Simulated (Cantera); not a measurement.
Reactions in the system Cl-H-O-Sr

Cantera with NASA thermochemical tables; ideal gases at 1 bar, condensed phases pure. Values are per mole of reaction as written; species without (g) are pure solids or liquids, kept so even where they would boil at 1 bar.

Sr(OH)2 + 2 Cl(g) → O(g) + SrCl2 + H2O(g)

```json
[
 {"T (K)": "300", "ΔH° (kJ)": "-95.2", "ΔS° (J/K)": "37.3", "ΔG° (kJ)": "-106.4", "log10 K": "18.52", "condensed phases": "Sr(OH)2(s), SrCl2(s)"},
 {"T (K)": "1898", "ΔH° (kJ)": "-133.5", "ΔS° (J/K)": "-5.7", "ΔG° (kJ)": "-122.6", "log10 K": "3.37", "condensed phases": "Sr(OH)2(l), SrCl2(l)"},
 {"T (K)": "1998", "ΔH° (kJ)": "-135.9", "ΔS° (J/K)": "-7.0", "ΔG° (kJ)": "-122.0", "log10 K": "3.19", "condensed phases": "Sr(OH)2(l), SrCl2(l)"},
 {"T (K)": "2098", "ΔH° (kJ)": "-138.2", "ΔS° (J/K)": "-8.1", "ΔG° (kJ)": "-121.2", "log10 K": "3.02", "condensed phases": "Sr(OH)2(l), SrCl2(l)"},
 {"T (K)": "2198", "ΔH° (kJ)": "-140.4", "ΔS° (J/K)": "-9.1", "ΔG° (kJ)": "-120.3", "log10 K": "2.86", "condensed phases": "Sr(OH)2(l), SrCl2(l)"},
 {"T (K)": "2298", "ΔH° (kJ)": "-142.5", "ΔS° (J/K)": "-10.1", "ΔG° (kJ)": "-119.4", "log10 K": "2.71", "condensed phases": "Sr(OH)2(l), SrCl2(l)"},
 {"T (K)": "2398", "ΔH° (kJ)": "-144.6", "ΔS° (J/K)": "-11.0", "ΔG° (kJ)": "-118.3", "log10 K": "2.58", "condensed phases": "Sr(OH)2(l), SrCl2(l)"},
 {"T (K)": "2498", "ΔH° (kJ)": "-146.6", "ΔS° (J/K)": "-11.8", "ΔG° (kJ)": "-117.2", "log10 K": "2.45", "condensed phases": "Sr(OH)2(l), SrCl2(l)"}
]
```

2 Cl(g) + Sr(OH)2 + 2 H(g) → 2 H2O(g) + SrCl2

| T (K) | ΔH° (kJ) | ΔS° (J/K) | ΔG° (kJ) | log10 K | condensed phases |
|---|---|---|---|---|---|
| 300 | -1022.2 | -164.5 | -972.9 | 169.39 | Sr(OH)2(s), SrCl2(s) |
| 1898 | -1092.8 | -250.0 | -618.2 | 17.01 | Sr(OH)2(l), SrCl2(l) |
| 1998 | -1096.2 | -251.8 | -593.1 | 15.51 | Sr(OH)2(l), SrCl2(l) |
| 2098 | -1099.6 | -253.4 | -567.8 | 14.14 | Sr(OH)2(l), SrCl2(l) |
| 2198 | -1102.8 | -254.9 | -542.4 | 12.89 | Sr(OH)2(l), SrCl2(l) |
| 2298 | -1105.8 | -256.3 | -516.9 | 11.75 | Sr(OH)2(l), SrCl2(l) |
| 2398 | -1108.7 | -257.5 | -491.2 | 10.70 | Sr(OH)2(l), SrCl2(l) |
| 2498 | -1111.5 | -258.7 | -465.4 | 9.73 | Sr(OH)2(l), SrCl2(l) |

SrCl2 + OH(g) → 2 Cl(g) + H(g) + SrO

```tsv
T (K)	ΔH° (kJ)	ΔS° (J/K)	ΔG° (kJ)	log10 K	condensed phases
300	658.1	202.1	597.4	-104.02	SrCl2(s), SrO(s)
1898	621.8	173.9	291.8	-8.03	SrCl2(l), SrO(s)
1998	620.5	173.2	274.4	-7.17	SrCl2(l), SrO(s)
2098	619.3	172.6	257.1	-6.40	SrCl2(l), SrO(s)
2198	618.1	172.1	239.9	-5.70	SrCl2(l), SrO(s)
2298	616.9	171.5	222.7	-5.06	SrCl2(l), SrO(s)
2398	615.7	171.0	205.6	-4.48	SrCl2(l), SrO(s)
2498	614.6	170.6	188.5	-3.94	SrCl2(l), SrO(s)
```
